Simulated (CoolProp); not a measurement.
Values from CoolProp's reference Helmholtz-energy equation of state, McLinden 2020.

Problem. For R1336mzz(Z), give the phase and the density (kg/m³), isothermal compressibility (1/MPa) at 225.2 K and 0.0459 MPa; 225.2 K and 0.816 MPa; 225.2 K and 14.5 MPa.

Solution. 
- 225.2 K and 0.0459 MPa: liquid; density 1540, isothermal compressibility 0.00109
- 225.2 K and 0.816 MPa: liquid; density 1540, isothermal compressibility 0.00108
- 225.2 K and 14.5 MPa: liquid; density 1560, isothermal compressibility 0.000930
